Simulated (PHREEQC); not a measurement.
A solution holds 0.071 mol HCl, 0.017 mol NaCl and 0.015 mol MnSO4 per kg of water, at 7.3 °C. Closed to the air; pH follows from the charge balance.

Model: ion-association model, wateq4f.dat, run in PHREEQC.

Precipitation was switched off in this run.

Task: Order these Mn species by the share of Mn that they hold, largest first: MnCl+, MnSO4, MnCl2, Mn+2.

Result: Mn+2 (82 %), MnCl+ (11 %), MnSO4 (7.2 %), MnCl2 (0.23 %)

The pH is 1.29 and the ionic strength 0.123 mol/kgw. Species that the database lacks are ignored. Away from 25 °C the constants follow the database's enthalpies or fits; those with neither stay at their 25 °C values.
